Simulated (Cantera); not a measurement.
Input: 1 mol SiH2Cl2, 9.3 mol N2O, equilibrated at 37.0 mbar.

Equilibrium computed with Cantera from the NASA thermochemical tables; the gas is ideal and each condensed phase is pure. Candidate condensed phases: H2O, NH4Cl, Si, SiO2, Si2N2O, Si3N4; 47 gas species. The tables hold silica as quartz up to 1696 K and as liquid above; real silica turns to tridymite and cristobalite and melts near 1996 K. The numbers say what is thermodynamically allowed, not how fast it happens.

Question: At 1373 K, list the 4 most abundant gas species with their mole fractions, and the condensed phases.

Answer: N2 0.622, O2 0.239, HCl 0.113, H2O 0.0103. Condensed: SiO2(β-quartz).
